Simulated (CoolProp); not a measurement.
Values from CoolProp's reference Helmholtz-energy equation of state, Lemmon 2006. It is a short technical equation, of lower accuracy than the large ones.

Task: For CH3F (R41), give the phase and the speed of sound (m/s) at 19.55 °C and 0.101 MPa; 151.85 °C and 0.101 MPa.

Result: 
- 19.55 °C and 0.101 MPa: gas; speed of sound 302
- 151.85 °C and 0.101 MPa: gas; speed of sound 356
